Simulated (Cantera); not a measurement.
Charge: 1 mol Si, 5.3 mol Cl2, 3.9 mol H2, equilibrated at 698.15 K and 10.0 mbar.

Method: chemical equilibrium by Gibbs-energy minimisation in Cantera with the NASA 1993 tables (ideal gas, pure condensed phases). Candidate condensed phases: Si; 19 gas species. Kinetics and transport are ignored.

Base state: HCl 0.805, SiCl4 0.122, H2 0.0732 (mole fractions); condensed: gas only.

Task: What changes in the equilibrium state with this change: Cl2 from 5.3 to 0.68 mol?

Result: 
```json
[
 {"species": "H2", "before": "0.0732", "after": "0.915"},
 {"species": "SiCl4", "before": "0.122", "after": "0.0688"},
 {"species": "SiHCl3", "before": "2.20e-6", "after": "0.0151"},
 {"species": "HCl", "before": "0.805", "after": "0.000825"},
 {"species": "SiH2Cl2", "before": "<1e-9", "after": "0.000218"},
 {"species": "SiCl3", "before": "5.32e-9", "after": "1.04e-5"},
 {"species": "Si(s), mol", "before": "0", "after": "0.644"}
]
```
The tables' values for SiCl3 are old estimates; treat these amounts as uncertain.
